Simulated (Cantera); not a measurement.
Adiabatic ignition

An adiabatic, constant-pressure homogeneous reactor starts with 12.1 % CO, 0.593 % H₂, 6.54 % O₂, 61.4 % N₂, 19.3 % H₂O, at 1475 K and 0.200 bar.

Detailed kinetics in Cantera: GRI-Mech 3.0 (53 species, 325 reactions).

```json
[
 {"t (s)": "5.00e-6", "T (K)": "1475", "x CO": "0.121", "x H₂": "0.00593", "x O₂": "0.0654", "x NO": "<1e-12", "x CO₂": "1.40e-8", "x H": "2.59e-9"},
 {"t (s)": "2.48e-5", "T (K)": "1475", "x CO": "0.121", "x H₂": "0.00592", "x O₂": "0.0654", "x NO": "<1e-12", "x CO₂": "9.78e-8", "x H": "3.53e-8"},
 {"t (s)": "0.000123", "T (K)": "1475", "x CO": "0.121", "x H₂": "0.00592", "x O₂": "0.0654", "x NO": "<1e-12", "x CO₂": "5.10e-6", "x H": "2.23e-6"},
 {"t (s)": "0.000608", "T (K)": "1599", "x CO": "0.0557", "x H₂": "0.0172", "x O₂": "0.0377", "x NO": "9.61e-7", "x CO₂": "0.0658", "x H": "0.0214"},
 {"t (s)": "0.00301", "T (K)": "1938", "x CO": "0.0319", "x H₂": "0.0143", "x O₂": "0.0228", "x NO": "1.51e-5", "x CO₂": "0.0928", "x H": "0.00832"},
 {"t (s)": "0.0149", "T (K)": "2147", "x CO": "0.0203", "x H₂": "0.00734", "x O₂": "0.0141", "x NO": "6.84e-5", "x CO₂": "0.107", "x H": "0.00192"},
 {"t (s)": "0.0740", "T (K)": "2208", "x CO": "0.0155", "x H₂": "0.00526", "x O₂": "0.0109", "x NO": "0.000302", "x CO₂": "0.112", "x H": "0.000970"},
 {"t (s)": "0.367", "T (K)": "2207", "x CO": "0.0155", "x H₂": "0.00527", "x O₂": "0.0105", "x NO": "0.00122", "x CO₂": "0.112", "x H": "0.000956"},
 {"t (s)": "1.82", "T (K)": "2204", "x CO": "0.0156", "x H₂": "0.00531", "x O₂": "0.00998", "x NO": "0.00247", "x CO₂": "0.112", "x H": "0.000945"},
 {"t (s)": "9.00", "T (K)": "2204", "x CO": "0.0156", "x H₂": "0.00532", "x O₂": "0.00996", "x NO": "0.00252", "x CO₂": "0.112", "x H": "0.000945"}
]
```
x: mole fraction; the columns are a selection and need not sum to one.

```
Quantity                                                             Value
---------------------------------  ---------------------------------------
time of steepest temperature rise                                 0.522 ms
temperature at 9.00 s                                               2204 K
equilibrium temperature                                             2204 K
x(CO) at 9.00 s                      0.0156 (gas-phase equilibrium 0.0156)
x(H₂) at 9.00 s                    0.00532 (gas-phase equilibrium 0.00532)
x(O₂) at 9.00 s                    0.00996 (gas-phase equilibrium 0.00996)
```
